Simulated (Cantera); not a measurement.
Input: 1 mol SiHCl3, 6.2 mol NH3, equilibrated at 775 K and 48.0 mbar.

Cantera equilibrium calculation (NASA polynomials, part measured and part estimated; ideal gas, pure solids and liquids). Candidate condensed phases: NH4Cl, Si, Si3N4; 28 gas species. Equilibrium is a limit: real reactors are often held back by kinetics, nucleation or transport.

Base state: H2 0.615, HCl 0.200, N2 0.181, SiCl4 0.00480, NH3 3.81e-5 (mole fractions); condensed: Si3N4(s).

Problem. What changes in the equilibrium state with this change: SiHCl3 replaced by trisilylamine?

Solution. 
```
species         before    after
-------------  -------  -------
H2               0.615    0.896
N2               0.181    0.104
NH3            3.81e-5  5.09e-5
HCl              0.200        0
SiCl4          0.00480        0
Si3N4(s), mol    0.311     1.00
```
The feed counts by its element totals alone.

Problem. What changes in the equilibrium state with this change: temperature from 775 K to 950 K?

Solution. 
```tsv
species	before	after
H2	0.615	0.609
HCl	0.200	0.210
N2	0.181	0.179
SiCl4	0.00480	0.00222
NH3	3.81e-5	7.96e-6
SiHCl3	9.58e-6	2.95e-5
Si3N4(s), mol	0.311	0.323
```
